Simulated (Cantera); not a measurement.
An adiabatic, constant-volume homogeneous reactor starts with CH4 : C2H6 : O2 : N2 = 1 : 0.042 : 2.75 : 33 (molar parts), at 1725 K and 5.00 bar. Integrator tolerance rtol = 1e-08.

Model: GRI-Mech 3.0 (53 species, 325 reactions), integrated in Cantera.

Question: What does this change do: 3.3 parts H2 added?

Answer: 
```csv
quantity,before,after
time of steepest temperature rise,51.4 µs,9.32 µs
temperature at 0.600 s,2456 K,2640 K
equilibrium temperature,2456 K,2640 K
x(CH4) at 0.600 s,<1e-12 (gas-phase equilibrium <1e-12),<1e-12 (gas-phase equilibrium <1e-12)
x(C2H6) at 0.600 s,<1e-12 (gas-phase equilibrium <1e-12),<1e-12 (gas-phase equilibrium <1e-12)
x(O2) at 0.600 s,0.0141 (gas-phase equilibrium 0.0141),0.000142 (gas-phase equilibrium 0.000142)
x(OH) at 0.600 s,0.00292 (gas-phase equilibrium 0.00292),0.00213 (gas-phase equilibrium 0.00213)
x(O) at 0.600 s,0.000519 (gas-phase equilibrium 0.000519),0.000121 (gas-phase equilibrium 0.000121)
x(NO) at 0.600 s,0.00588 (gas-phase equilibrium 0.00588),0.000778 (gas-phase equilibrium 0.000778)
x(CH2) at 0.600 s,<1e-12 (gas-phase equilibrium <1e-12),<1e-12 (gas-phase equilibrium <1e-12)
```
